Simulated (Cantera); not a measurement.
## Equilibrium for roasting and sulfation: MgCO3 + H2S + O2

Feed: 1 mol MgCO3, 0.87 mol H2S, 2.6 mol O2, at 13300 Pa.

Cantera equilibrium calculation (NASA polynomials, part measured and part estimated; ideal gas, pure solids and liquids). Candidate condensed phases: C, C6H6, C7H8, C8H18, H2O, H2SO4, Mg, MgCO3, MgO, Mg(OH)2, MgS, MgSO4, S; 130 gas species. Mutual solubility and eutectic melting of coexisting phases are not modelled. Kinetics and transport are ignored.

From 898 K to 1198 K the condensed part is MgO(s) + MgSO4(s). From 1298 K to 1698 K the condensed part is MgO(s).

```tsv
T (K)	x CO2	x O2	x H2O	x SO2	x SO3	x OH	x CO	x O	n MgO(s)	n MgSO4(s)
898	0.366	0.315	0.319	6.02e-7	8.48e-7	4.09e-8	2.28e-12	7.68e-12	0.130	0.870
998	0.366	0.315	0.319	9.44e-5	3.58e-5	3.61e-7	1.02e-10	2.27e-10	0.130	0.870
1098	0.363	0.315	0.316	0.00571	0.000742	2.14e-6	2.24e-9	3.65e-9	0.148	0.852
1198	0.270	0.317	0.235	0.169	0.00905	8.19e-6	2.19e-8	3.70e-8	0.787	0.213
1298	0.248	0.319	0.216	0.211	0.00538	2.77e-5	1.77e-7	2.64e-7	1.00	0
1398	0.248	0.320	0.216	0.213	0.00288	8.15e-5	1.14e-6	1.42e-6	1.00	0
1498	0.248	0.320	0.216	0.214	0.00167	0.000208	5.70e-6	6.12e-6	1.00	0
1598	0.248	0.320	0.215	0.215	0.00104	0.000470	2.33e-5	2.20e-5	1.000	0
1698	0.248	0.320	0.215	0.215	0.000682	0.000968	8.04e-5	6.78e-5	1.000	0
```
x: gas mole fraction; n: condensed amount in mol.
